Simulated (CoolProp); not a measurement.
Saturation properties of n-hexane.

The numbers come from the reference Helmholtz-energy equation of state, Thol 2019 in CoolProp.

```tsv
T (K)	p (bar)	liquid density (kg/m³)	vapour density (kg/m³)	liquid cp (kJ/(kg K))
335.4	0.8232	619.7	2.656	2.440
349	1.261	606.2	3.971	2.507
362.5	1.857	592.3	5.735	2.577
376	2.649	577.8	8.067	2.650
389.6	3.684	562.5	11.12	2.728
403.1	4.989	546.5	15.03	2.812
416.6	6.615	529.3	20.03	2.905
430.1	8.609	510.8	26.41	3.011
443.7	11.04	490.3	34.69	3.139
457.2	13.94	467.4	45.44	3.306
470.7	17.37	440.5	59.93	3.551
484.3	21.46	406.8	80.96	4.014
```

It boils at 341.9 K under 1 atm.
